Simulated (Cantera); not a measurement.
## Gas-phase reforming

An isothermal, constant-pressure homogeneous reactor starts with CH₄ : CO₂ = 0.12 : 0.84 (molar parts), at 1775 K and 0.132 atm.

Cantera simulation using GRI-Mech 3.0 (53 species, 325 reactions); the numbers are that mechanism's predictions, not measurements.

```tsv
t (s)	x CH₄	x CO₂	x C₂H₄	x H₂	x C₂H	x O₂	x CO
0.000900	0.122	0.874	0.000480	0.00171	1.94e-9	6.53e-12	0.000298
0.00193	0.114	0.868	0.00279	0.00816	2.59e-8	3.85e-11	0.00191
0.00414	0.0930	0.846	0.00584	0.0281	1.51e-7	3.02e-10	0.0103
0.00889	0.0662	0.799	0.00322	0.0481	3.33e-7	1.15e-9	0.0341
0.0191	0.0397	0.729	0.00122	0.0464	4.94e-7	2.98e-9	0.0824
0.0410	0.0173	0.646	0.000412	0.0277	6.39e-7	7.04e-9	0.149
0.0879	0.00496	0.580	7.71e-5	0.0189	7.46e-7	1.52e-8	0.208
0.189	0.00199	0.522	1.74e-5	0.0235	5.50e-7	2.85e-8	0.269
0.405	0.00120	0.470	4.74e-6	0.0309	1.76e-7	3.88e-8	0.327
0.869	0.000293	0.441	3.23e-7	0.0357	2.02e-8	6.18e-8	0.358
1.86	1.27e-6	0.437	7.39e-10	0.0366	1.31e-10	1.51e-7	0.363
4.00	<1e-12	0.437	<1e-12	0.0366	<1e-12	2.74e-7	0.363
```
x: mole fraction; the columns are a selection and need not sum to one.

Equilibrium at this temperature and pressure: CH₄ <1e-12, CO₂ 0.437, C₂H₄ <1e-12, H₂ 0.0366, C₂H <1e-12, O₂ 2.74e-7, CO 0.363 (gas phase only).
